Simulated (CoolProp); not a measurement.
Computed with CoolProp (reference Helmholtz-energy equation of state, Jacobsen 1992).

Give the vapour pressure (bar), surface tension (mN/m), liquid viscosity (µPa s) of saturated R11 at 302.9, 310.8 K.


| T (K) | p (bar) | surface tension (mN/m) | liquid viscosity (µPa s) |
|---|---|---|---|
| 302.9 | 1.25 | 17.2 | 413 |
| 310.8 | 1.62 | 16.2 | 383 |

Viscosity comes from a separate model (Klein 1997), an estimate that may be off by 10 % or more. Surface tension comes from a separate correlation (Mulero 2012).
